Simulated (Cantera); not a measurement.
Input: 1 mol Si₃N₄, 5.3 mol Cl₂, 1.5 mol N₂, 110 mol H₂, held at 1325 K and 0.720 bar.

Equilibrium computed with Cantera from the NASA thermochemical tables; the gas is ideal and each condensed phase is pure. Candidate condensed phases: NH₄Cl, Si, Si₃N₄; 28 gas species. The tables' values for SiCl₃ are old estimates; treat these amounts as uncertain. Equilibrium is a limit: real reactors are often held back by kinetics, nucleation or transport.

**Question.** What is the equilibrium state?

**Answer.** 
```
Quantity                             Result
--------------------------------  ---------
x(H₂)                                 0.897
x(HCl)                               0.0897
x(N₂)                                0.0131
x(SiCl₄)                           0.000151
x(SiHCl₃)                           7.71e-5
x(SiCl₂)                            5.33e-5
x(SiCl₃)                            3.84e-5
x(NH₃)                              7.86e-6
x(SiH₂Cl₂)                          5.66e-6
n(Si₃N₄(s))                       0.987 mol
gas amount                        116.8 mol
log10 activity of Si(s) (absent)      -2.66
```
